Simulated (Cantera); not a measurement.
**Transport properties of process gases**

Gas mixture: N2O = 0.92 (molar parts), at 0.000560 bar, frozen composition.

Cantera's kinetic-theory transport with the Lennard-Jones parameters of GRI-Mech 3.0, ideal gas; thermal conductivity in the multicomponent form. The composition is frozen, though it would react at the higher temperatures.

```csv
T (K),ρ (kg/m³),cp (J/kg/K),μ (µPa s),λ (mW/m/K),Pr,D (cm²/s) H2,D (cm²/s) H2O,D (cm²/s) OH
400,0.000741,970.3,19.5,25.3,0.746,1950,528,743
650,0.000456,1127,29.1,44.1,0.744,4460,1340,1730
900,0.000329,1227,37.1,61.4,0.741,7680,2440,3000
1150,0.000258,1285,44.1,76.8,0.738,11600,3780,4530
1400,0.000212,1327,50.5,91.0,0.736,16000,5330,6290
1650,0.000180,1359,56.4,104,0.734,21000,7080,8270
```
D: mixture-averaged diffusion coefficient of that species in the mixture.
